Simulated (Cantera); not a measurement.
A closed system holds: 1 mol Cr, 0.58 mol H2O, 5.7 mol N2, at 0.0133 bar.

Cantera equilibrium calculation (NASA polynomials, part measured and part estimated; ideal gas, pure solids and liquids). Candidate condensed phases: Cr, CrN, Cr2N, Cr2O3, H2O; 29 gas species. Mutual solubility and eutectic melting of coexisting phases are not modelled. The numbers say what is thermodynamically allowed, not how fast it happens.

Problem. At 1325 °C, list the 5 most abundant gas species with their mole fractions, and the condensed phases.

Solution. N2 0.907, H2 0.0920, Cr 0.000279, H2O 0.000210, H 0.000140. Condensed: Cr(s) + Cr2O3(s).
